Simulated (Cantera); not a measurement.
An isothermal, constant-pressure homogeneous reactor starts with CO : O2 : H2O : N2 = 0.0011 : 0.0077 : 0.0039 : 1 (molar parts), equivalence ratio 0.071, at 1400 K and 0.0987 atm.

Detailed kinetics in Cantera: GRI-Mech 3.0 (53 species, 325 reactions).

x: mole fraction; the columns are a selection and need not sum to one.

| t (s) | x CO | x O2 | x H2O | x NO | x CO2 | x H2 | x NO2 |
|---|---|---|---|---|---|---|---|
| 4.00e-5 | 0.00109 | 0.00760 | 0.00385 | <1e-12 | 2.45e-11 | <1e-12 | <1e-12 |
| 9.65e-5 | 0.00109 | 0.00760 | 0.00385 | <1e-12 | 5.92e-11 | <1e-12 | <1e-12 |
| 0.000233 | 0.00109 | 0.00760 | 0.00385 | <1e-12 | 1.43e-10 | <1e-12 | <1e-12 |
| 0.000561 | 0.00109 | 0.00760 | 0.00385 | <1e-12 | 3.51e-10 | <1e-12 | <1e-12 |
| 0.00135 | 0.00109 | 0.00760 | 0.00385 | <1e-12 | 8.85e-10 | 2.71e-12 | <1e-12 |
| 0.00326 | 0.00109 | 0.00760 | 0.00385 | <1e-12 | 2.54e-9 | 3.27e-11 | <1e-12 |
| 0.00787 | 0.00109 | 0.00760 | 0.00385 | <1e-12 | 1.15e-8 | 4.39e-10 | <1e-12 |
| 0.0190 | 0.00109 | 0.00760 | 0.00385 | <1e-12 | 1.81e-7 | 1.16e-8 | <1e-12 |
| 0.0458 | 0.00103 | 0.00755 | 0.00383 | 5.16e-11 | 6.01e-5 | 4.75e-6 | <1e-12 |
| 0.110 | 0.000130 | 0.00702 | 0.00362 | 4.85e-8 | 0.000956 | 7.42e-5 | 3.31e-12 |
| 0.266 | 2.32e-5 | 0.00702 | 0.00375 | 1.48e-7 | 0.00106 | 3.15e-5 | 1.78e-11 |
| 0.642 | 5.74e-6 | 0.00704 | 0.00382 | 1.94e-7 | 0.00108 | 7.74e-6 | 5.33e-11 |
| 1.55 | ___ | 0.00706 | 0.00384 | 2.14e-7 | 0.00109 | ___ | 1.02e-10 |
| 3.73 | ___ | 0.00706 | 0.00385 | 2.22e-7 | 0.00109 | ___ | 1.16e-10 |
| 9.00 | 1.06e-7 | 0.00706 | 0.00385 | 2.25e-7 | 0.00109 | 1.63e-7 | 1.04e-10 |

What belongs in the gaps?


- 1.55, x CO: 1.25e-6
- 1.55, x H2: 1.74e-6
- 3.73, x CO: 3.19e-7
- 3.73, x H2: 4.70e-7
